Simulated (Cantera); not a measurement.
An isothermal, constant-pressure homogeneous reactor starts with CH₄ : N₂ = 1 : 200 (molar parts), at 1425 K and 13300 Pa. Integrator tolerance rtol = 1e-08.

Cantera simulation using GRI-Mech 3.0 (53 species, 325 reactions); the numbers are that mechanism's predictions, not measurements. GRI-Mech 3.0 stops at C3 and has no aromatics, soot or wall deposition, so with more carbon than oxygen in the feed, carbon stays in small species such as C2H2 where larger ones or solid carbon would form.

Task: What does this change do: 12 parts H2O added?

Result: 
```json
[
 {"quantity": "x(CH₄) at 40.0 s", "before": "0.00115 (gas-phase equilibrium 1.75e-6)", "after": "0.00112 (gas-phase equilibrium <1e-12)"},
 {"quantity": "x(C₂H₂) at 40.0 s", "before": "0.00189 (gas-phase equilibrium 0.000107)", "after": "0.00114 (gas-phase equilibrium <1e-12)"},
 {"quantity": "x(C₂H) at 40.0 s", "before": "4.37e-10 (gas-phase equilibrium 2.69e-11)", "after": "3.01e-10 (gas-phase equilibrium <1e-12)"},
 {"quantity": "x(H₂) at 40.0 s", "before": "0.00569 (gas-phase equilibrium 0.00742)", "after": "0.00800 (gas-phase equilibrium 0.0166)"},
 {"quantity": "x(CH₂) at 40.0 s", "before": "6.70e-10 (gas-phase equilibrium 1.25e-12)", "after": "1.11e-9 (gas-phase equilibrium <1e-12)"},
 {"quantity": "x(C₂H₄) at 40.0 s", "before": "4.61e-6 (gas-phase equilibrium 6.55e-8)", "after": "4.03e-6 (gas-phase equilibrium <1e-12)"},
 {"quantity": "x(CH₃) at 40.0 s", "before": "4.60e-6 (gas-phase equilibrium 7.66e-9)", "after": "5.14e-6 (gas-phase equilibrium <1e-12)"}
]
```
